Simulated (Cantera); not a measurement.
# Catalytic combustion on Pt

An isothermal plug-flow reactor at 725 K and 87000 Pa (inlet), inlet velocity 0.17 m/s, active area per volume 770 1/m; feed CO : O2 : N2 : H2O = 0.0027 : 0.062 : 0.79 : 0.053 (molar parts).

Detailed kinetics in Cantera: Deutschmann's 1995 Pt surface mechanism with GRI-Mech 3.0 gas chemistry. Catalytic surfaces can have several steady states; this one follows from the mechanism file's or the stated starting coverage. Mass transfer to the wall is taken as infinitely fast.

```csv
z (m),x CO,x O2,x H2O,x CO2,θ free Pt,θ O*,θ OH*,θ CO*
8.1e-05,0.00275,0.0682,0.0584,0.000226,0.0254,0.968,0.00584,0.00110
0.00016,0.00257,0.0681,0.0584,0.000404,0.0239,0.969,0.00568,0.000918
0.0003,0.00232,0.0680,0.0584,0.000658,0.0223,0.971,0.00549,0.000715
0.00058,0.00194,0.0678,0.0584,0.00103,0.0204,0.974,0.00526,0.000501
0.0011,0.00148,0.0676,0.0584,0.00150,0.0186,0.976,0.00503,0.000317
0.0022,0.000912,0.0673,0.0584,0.00207,0.0170,0.978,0.00481,0.000163
0.0042,0.000431,0.0671,0.0585,0.00255,0.0159,0.979,0.00466,6.74e-5
0.0081,0.000115,0.0670,0.0585,0.00286,0.0153,0.980,0.00458,1.66e-5
```
x: gas mole fraction; θ: surface coverage.
